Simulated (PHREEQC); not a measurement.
Make-up at 25 °C: 0.0062 mol/kgw NH4HF2, 0.00032 mol/kgw (NH4)2SiF6 and 0.034 mol/kgw H2SO4. Closed to the air; pH follows from the charge balance.

The numbers come from PHREEQC with the ion-association model, phreeqc.dat.

```
quantity                   before     after
------------------------  -------  --------
pH                           1.47      1.42
ionic strength (mol/kgw)   0.0592    0.0566
HSO4- (mol/kgw)            0.0216    0.0227
HF (mol/kgw)               0.0121   0.00186
SO4-2 (mol/kgw)            0.0120    0.0112
NH4+ (mol/kgw)            0.00642  0.000602
```

Question: Name the change that produced these shifts.
(A) NH4HF2 from 0.0062 to 0.00558 mol/kgw
(B) temperature from 25 to 85 °C
(C) diluted 100-fold with water
(D) NH4HF2 left out
(E) H2SO4 from 0.034 to 0.068 mol/kgw

Answer: D, NH4HF2 left out

Precipitation was switched off in this run. Some of these states are supersaturated (in Quartz (slow to form), Chalcedony (slow to form), for instance). SiF6-2 is the database's only silicon fluoride.
